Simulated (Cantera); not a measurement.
Feed: 1 mol MgCO3, 1.2 mol SO2, 0.073 mol H2O, at 173 Torr.

Method: chemical equilibrium by Gibbs-energy minimisation in Cantera with the NASA 1993 tables (ideal gas, pure condensed phases). Candidate condensed phases: C, C6H6, C7H8, C8H18, H2O, H2SO4, Mg, MgCO3, MgO, Mg(OH)2, MgS, MgSO4, S; 130 gas species. The numbers say what is thermodynamically allowed, not how fast it happens.

Problem. At 1973 K, list the 7 most abundant gas species with their mole fractions, and the condensed phases.

Solution. SO2 0.523, CO2 0.425, H2O 0.0314, CO 0.0116, O2 0.00645, SO 0.00157, OH 0.000606. Condensed: MgO(s).
